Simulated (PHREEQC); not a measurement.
Solution (25 °C): 0.0042 mol TMAH, 0.00036 mol H4SiO4 and 0.00089 mol KH2PO4 per kg of water. It is in equilibrium with CO2 at log p = -3.5 (atm). Otherwise closed; pH follows from the charge balance.

Equilibrium calculation in PHREEQC: ion-association model, wateq4f.dat.

Precipitation was switched off in this run.

Question: Predict the pH, ionic strength.

Answer: pH 8.77; ionic strength 0.00607 mol/kgw.

Question: In which forms is C present?

Answer: HCO3- 96 %, CO3-2 3.4 % of the C.

Examples of supersaturated solids here: Quartz (slow to form), Chalcedony (slow to form). Others may be too. Species that the database lacks are ignored. (CH3)4N+ isn't in the database: it is added as a free cation with an ion size of 4 Å. H3PO4, which wateq4f.dat lacks, is added to it with the constant of phreeqc.dat.
